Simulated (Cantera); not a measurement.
SF6 + H2O + N2 + O2 (abatement and gas-phase synthesis)

A closed system holds: 1 mol SF6, 5.5 mol H2O, 33 mol N2, 0.025 mol O2, equilibrated at 0.000270 bar.

Method: chemical equilibrium by Gibbs-energy minimisation in Cantera with the NASA 1993 tables (ideal gas, pure condensed phases). Candidate condensed phases: H2O, H2SO4, S; 62 gas species. Equilibrium is a limit: real reactors are often held back by kinetics, nucleation or transport.

```
T (K)   x N2   x HF       x H    x H2O       x O    x SO2    x O2      x H2      x SO
-----  -----  -----  --------  -------  --------  -------  ------  --------  --------
1298   0.767  0.139   1.07e-7   0.0581   1.14e-6   0.0232  0.0121   2.69e-6   1.04e-7
1398   0.767  0.139   1.08e-6   0.0580   6.14e-6   0.0232  0.0121   1.41e-5   7.72e-7
1498   0.767  0.139   8.05e-6   0.0579   2.63e-5   0.0232  0.0120   5.92e-5   4.39e-6
1598   0.767  0.139   4.67e-5   0.0576   9.41e-5   0.0232  0.0119  0.000208   2.00e-5
1698   0.766  0.139  0.000220   0.0568  0.000290   0.0231  0.0119  0.000625   7.64e-5
1798   0.765  0.139  0.000862   0.0550  0.000794   0.0229  0.0120   0.00162  0.000247
1898   0.762  0.139   0.00284   0.0511   0.00199   0.0224  0.0125   0.00357  0.000685
1998   0.756  0.137   0.00791   0.0442   0.00466   0.0213  0.0135   0.00657   0.00162
2098   0.744  0.135    0.0186   0.0337    0.0102   0.0191  0.0149   0.00981   0.00330
2198   0.728  0.132    0.0364   0.0211    0.0204   0.0157  0.0157    0.0115   0.00578
2298   0.707  0.128    0.0588  0.00990    0.0362   0.0110  0.0147    0.0102   0.00859
2398   0.686  0.123    0.0790  0.00336    0.0559  0.00598  0.0115   0.00679    0.0102
```
x: gas mole fraction; nothing condenses.

From 1298 K to 2398 K nothing is condensed.
